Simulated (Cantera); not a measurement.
A freely propagating, adiabatic, planar premixed flame of CH4 : O2 : N2 = 1 : 1.33 : 3.73 (molar parts), equivalence ratio 1.5, unburnt at 475 K and 750 Torr; mixture-averaged transport, grid criteria slope 0.08 and curve 0.16, no radiation.

Cantera simulation using GRI-Mech 3.0 (53 species, 325 reactions); the numbers are that mechanism's predictions, not measurements. Burning velocities carry a grid error of a few per cent, more on coarse grids.

Task: What does this change do: N2 3.73 to 4.7 parts?

Result: 
```tsv
quantity	before	after
laminar burning velocity	58.2 cm/s	32.9 cm/s
thermal thickness	0.497 mm	0.783 mm
peak x(C2H4)	0.00257	0.00239
peak x(C2H6)	0.00224	0.00174
```
